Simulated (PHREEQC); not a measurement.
Solution (25 °C): 160 mmol/kgw FeCl3 and 1.5 mmol/kgw H2SO4. It is in equilibrium with CO2 at log p = -2 (atm). Otherwise closed; pH follows from the charge balance.

Equilibrium calculation in PHREEQC: ion-association model, wateq4f.dat.

Question: The ionic strength comes out as 0.565 mol/kgw. What activity coefficients do Fe+3, FeHSO4+2, FeCl+2, FeOH+2, Cl- get?

Answer: Fe+3 0.085, FeHSO4+2 0.30, FeCl+2 0.21, FeOH+2 0.21, Cl- 0.64.

Precipitation was switched off in this run. Saturation is exceeded, for instance for Hematite (slow to form), Goethite (slow to form); the values hold only as long as no solid forms. Complexes and solids missing from the database can't appear.
